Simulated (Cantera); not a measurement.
Charge: 1 mol FeS, 0.53 mol O2, 2 mol N2, at 2.00 bar.

Method: chemical equilibrium by Gibbs-energy minimisation in Cantera with the NASA 1993 tables (ideal gas, pure condensed phases). Candidate condensed phases: Fe, FeO, FeS, FeSO4, FeS2, Fe2O3, Fe2(SO4)3, Fe3O4, S; 19 gas species. Mutual solubility and eutectic melting of coexisting phases are not modelled. FeS: taken at fixed stoichiometry. Gases not in the tables: S3 to S7. The numbers say what is thermodynamically allowed, not how fast it happens.

Q: At 802 °C, list the 5 most abundant gas species with their mole fractions, and the condensed phases.

A: N2 0.862, SO2 0.132, S2 0.00588, S2O 0.000517, SO 1.55e-5. Condensed: FeS(s) + Fe3O4(s).
